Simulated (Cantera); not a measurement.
An isothermal, constant-pressure homogeneous reactor starts with 43.1 % CH₄, 14.2 % CO₂, 42.7 % H₂, at 1500 K and 750 Torr.

Cantera simulation using GRI-Mech 3.0 (53 species, 325 reactions); the numbers are that mechanism's predictions, not measurements. GRI-Mech 3.0 stops at C3 and has no aromatics, soot or wall deposition, so with more carbon than oxygen in the feed, carbon stays in small species such as C2H2 where larger ones or solid carbon would form.

Task: Predict: x(CH₄) at 50.0 s; x(CO₂) at 50.0 s; x(H₂) at 50.0 s; x(CO) at 50.0 s; x(HCO) at 50.0 s; x(H₂O) at 50.0 s.

Result: 
| Quantity | Result |
|---|---|
| x(CH₄) at 50.0 s | 0.100 (gas-phase equilibrium 0.0949) |
| x(CO₂) at 50.0 s | 0.00224 (gas-phase equilibrium 2.97e-7) |
| x(H₂) at 50.0 s | 0.632 (gas-phase equilibrium 0.652) |
| x(CO) at 50.0 s | 0.180 (gas-phase equilibrium 0.200) |
| x(HCO) at 50.0 s | 4.09e-9 (gas-phase equilibrium 4.60e-9) |
| x(H₂O) at 50.0 s | 0.0202 (gas-phase equilibrium 2.51e-6) |
